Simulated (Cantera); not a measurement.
An adiabatic, constant-pressure homogeneous reactor starts with CH4 : C2H6 : O2 : N2 = 1 : 0.16 : 3.16 : 11.9 (molar parts), at 1125 K and 10.0 bar.

Model: GRI-Mech 3.0 (53 species, 325 reactions), integrated in Cantera.

Problem. Predict: time of steepest temperature rise; temperature at 0.100 s; equilibrium temperature; x(O2) at 0.100 s; x(H) at 0.100 s; x(OH) at 0.100 s.

Solution. 
- time of steepest temperature rise: 2.54 ms
- temperature at 0.100 s: 2583 K
- equilibrium temperature: 2583 K
- x(O2) at 0.100 s: 0.0336 (gas-phase equilibrium 0.0336)
- x(H) at 0.100 s: 0.000537 (gas-phase equilibrium 0.000537)
- x(OH) at 0.100 s: 0.00798 (gas-phase equilibrium 0.00798)
